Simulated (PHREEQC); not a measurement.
0.1 mol of Fluorite (CaF2) is brought to equilibrium with 1 kg of water holding 0.003 mol/kgw NaCl, at 25 °C, the pH being set by adding NaOH or HCl. Oxygen is held at 0.21 atm. The system is closed to CO2. Solids allowed: Fluorite. Others were left out.

Model: ion-association model, phreeqc.dat, run in PHREEQC.

| pH | dissolved Ca (mol/kgw) | dissolved F (mol/kgw) | CaOH+ (mol/kgw) |
|---|---|---|---|
| 5 | 0.000212 | 0.000425 | 2.91e-12 |
| 5.58 | 0.000211 | 0.000422 | 1.10e-11 |
| 6.17 | 0.000210 | 0.000421 | 4.27e-11 |
| 6.75 | 0.000210 | 0.000421 | 1.62e-10 |
| 7.33 | 0.000210 | 0.000421 | 6.16e-10 |
| 7.92 | 0.000210 | 0.000421 | 2.40e-9 |
| 8.5 | 0.000210 | 0.000421 | 9.12e-9 |
| 9.08 | 0.000210 | 0.000421 | 3.47e-8 |
| 9.67 | 0.000210 | 0.000421 | 1.35e-7 |
| 10.25 | 0.000211 | 0.000422 | 5.11e-7 |
| 10.83 | 0.000213 | 0.000427 | 1.93e-6 |
| 11.42 | 0.000221 | 0.000443 | 7.29e-6 |
| 12 | 0.000245 | 0.000490 | 2.56e-5 |
